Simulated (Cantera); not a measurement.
A diamond (100) surface in a fixed gas of H2 with x(CH4) = 0.0022, x(H) = 0.046, at 1000 K, 0.0160 bar; coverages are run to steady state.

Detailed kinetics in Cantera: the Harris–Goodwin 1993 mechanism for the reconstructed diamond (100) surface.

θ: site fractions in the mechanism's names (c6HH fully hydrogenated, c6H* and c6*H radical sites, c6** diradical, c6HM methylated).

| x(CH3) | growth (µm/h) | θ c6HH | θ c6H* | θ c6*H | θ c6** | θ c6HM |
|---|---|---|---|---|---|---|
| 1e-06 | (withheld) | 0.597 | 0.0185 | 0.375 | 0.00985 | 1.18e-5 |
| 2.3e-06 | (withheld) | 0.597 | 0.0185 | 0.375 | 0.00985 | 2.71e-5 |
| 5.3e-06 | (withheld) | 0.596 | 0.0185 | 0.375 | 0.00985 | 6.24e-5 |
| 1.2e-05 | (withheld) | 0.596 | 0.0185 | 0.375 | 0.00985 | 0.000141 |
| 2.8e-05 | (withheld) | 0.596 | 0.0185 | 0.375 | 0.00985 | 0.000329 |
| 6.4e-05 | (withheld) | 0.596 | 0.0185 | 0.375 | 0.00984 | 0.000752 |
| 0.00015 | (withheld) | 0.595 | 0.0184 | 0.374 | 0.00982 | 0.00176 |
| 0.00034 | (withheld) | 0.593 | 0.0184 | 0.373 | 0.00978 | 0.00398 |
| 0.00078 | (withheld) | 0.589 | 0.0182 | 0.370 | 0.00969 | 0.00905 |

### Question
Complete the blanks.

### Answer

- 1e-06, growth (µm/h): 0.00842
- 2.3e-06, growth (µm/h): 0.0194
- 5.3e-06, growth (µm/h): 0.0446
- 1.2e-05, growth (µm/h): 0.101
- 2.8e-05, growth (µm/h): 0.236
- 6.4e-05, growth (µm/h): 0.538
- 0.00015, growth (µm/h): 1.26
- 0.00034, growth (µm/h): 2.85
- 0.00078, growth (µm/h): 6.48
